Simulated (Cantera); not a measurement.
An adiabatic, constant-volume homogeneous reactor starts with 18.7 % CH4, 1.73 % C2H6, 0.734 % C3H8, 16.5 % O2, 62.3 % N2, equivalence ratio 2.8, at 1100 K and 140000 Pa.

Computed with Cantera and GRI-Mech 3.0 (53 species, 325 reactions).

Problem. Predict: time of steepest temperature rise; temperature at 4.00 s; equilibrium temperature; x(CH4) at 4.00 s; x(CH2O) at 4.00 s.

Solution. 
| Property | Value |
|---|---|
| time of steepest temperature rise | 20.8 ms |
| temperature at 4.00 s | 2020 K |
| equilibrium temperature | 2020 K |
| x(CH4) at 4.00 s | 3.03e-8 (gas-phase equilibrium 3.48e-8) |
| x(CH2O) at 4.00 s | 6.96e-8 (gas-phase equilibrium 6.96e-8) |
